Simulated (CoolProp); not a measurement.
A simple Rankine cycle with cyclohexane: condensing at 303.15 K, boiler at 2.76 MPa, turbine inlet 528 K, turbine efficiency 0.8, pump efficiency 0.6, no recuperator. Each further row changes one setting.

Computed with CoolProp (reference Helmholtz-energy equation of state, Zhou 2014).

```csv
case,thermal efficiency (%),net work (kJ/kg),heat in (kJ/kg),turbine exit temperature (K),volume ratio over the turbine
as stated,22.2,163,732,416.5,217
turbine inlet 548 K,22.0,175,793,442.0,197
condensing temperature 295.15 K,23.3,174,747,410.5,306
boiler pressure 1.93 MPa,21.2,162,764,433.4,126
turbine efficiency 0.7,19.4,142,732,427.6,223
```
